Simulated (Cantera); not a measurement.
An isothermal, constant-pressure homogeneous reactor starts with 62.7 % CH₄, 25.7 % H₂O, 11.3 % H₂, 0.251 % N₂, at 1325 K and 10.0 bar.

Detailed kinetics in Cantera: GRI-Mech 3.0 (53 species, 325 reactions). GRI-Mech 3.0 stops at C3 and has no aromatics, soot or wall deposition, so with more carbon than oxygen in the feed, carbon stays in small species such as C2H2 where larger ones or solid carbon would form.

One state of this run: x CH₄ = 0.520; x H₂O = 0.239; x H₂ = 0.198; x CH₂O = 1.96e-7; x CO = 0.00281; x O₂ = <1e-12; x CH₂ = 1.13e-11. x: mole fraction; the columns are a selection and need not sum to one.

Which value of t (s) does it belong to?
A. 1.22
B. 0.00274
C. 16.7
D. 0.0156

C, 16.7
